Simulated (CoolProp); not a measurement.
Hydrogen sulfide along the isotherm 358.9 K: fugacity coefficient from the reference equation and from simpler models built on Tc = 373.1 K, pc = 8999 kPa, ω = 0.101; each cubic takes its own stable root.

The numbers come from the reference Helmholtz-energy equation of state, Lemmon 2006 in CoolProp. It is a short technical equation, of lower accuracy than the large ones.

```tsv
p (kPa)	phase	reference
3750	gas	0.8448
7500	liquid	0.6662
11200	liquid	0.4788
15000	liquid	0.3828
18700	liquid	0.3274
22500	liquid	0.2900
26200	liquid	0.2647
30000	liquid	0.2458
33700	liquid	0.2320
37500	liquid	0.2213
41200	liquid	0.2132
45000	liquid	0.2068
```

Problem. How far does each simpler model (van der Waals, Soave-Redlich-Kwong) lie from the reference over these 12 states: mean and median of the absolute difference, and the worst?

Solution. 
- van der Waals: mean 22.7 %, median 23.5 %, worst +38.6 % at 358.9 K and 45000 kPa
- Soave-Redlich-Kwong: mean 3.4 %, median 3.7 %, worst +5.4 % at 358.9 K and 45000 kPa

At some of these states van der Waals gives the other phase, because its saturation line lies elsewhere.
